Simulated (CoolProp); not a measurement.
Carbonyl sulfide along the isotherm 147.15 °C: fugacity coefficient from the reference equation and from simpler models built on Tc = 105.6 °C, pc = 6.369 MPa, ω = 0.098; each cubic takes its own stable root.

Computed with CoolProp (reference Helmholtz-energy equation of state, Lemmon 2006). It is a short technical equation, of lower accuracy than the large ones.

```json
[
 {"p (MPa)": "4.17", "phase": "gas", "reference": "0.8459"},
 {"p (MPa)": "8.33", "phase": "supercritical", "reference": "0.6984"},
 {"p (MPa)": "12.5", "phase": "supercritical", "reference": "0.5648"},
 {"p (MPa)": "16.7", "phase": "supercritical", "reference": "0.4769"},
 {"p (MPa)": "20.8", "phase": "supercritical", "reference": "0.4242"},
 {"p (MPa)": "25", "phase": "supercritical", "reference": "0.3891"},
 {"p (MPa)": "29.2", "phase": "supercritical", "reference": "0.3656"},
 {"p (MPa)": "33.3", "phase": "supercritical", "reference": "0.3499"},
 {"p (MPa)": "37.5", "phase": "supercritical", "reference": "0.3389"},
 {"p (MPa)": "41.7", "phase": "supercritical", "reference": "0.3317"},
 {"p (MPa)": "45.8", "phase": "supercritical", "reference": "0.3275"},
 {"p (MPa)": "50", "phase": "supercritical", "reference": "0.3255"}
]
```

**Question.** How far does each simpler model (van der Waals, Redlich-Kwong, Soave-Redlich-Kwong, Peng-Robinson) lie from the reference over these 12 states: mean and median of the absolute difference, and the worst?

**Answer.** 
- van der Waals: mean 10.4 %, median 9.4 %, worst +25.4 % at 147.15 °C and 50 MPa
- Redlich-Kwong: mean 2.9 %, median 3.1 %, worst +5.5 % at 147.15 °C and 50 MPa
- Soave-Redlich-Kwong: mean 5.4 %, median 6.2 %, worst +9.1 % at 147.15 °C and 50 MPa
- Peng-Robinson: mean 3.3 %, median 3.2 %, worst -4.7 % at 147.15 °C and 50 MPa
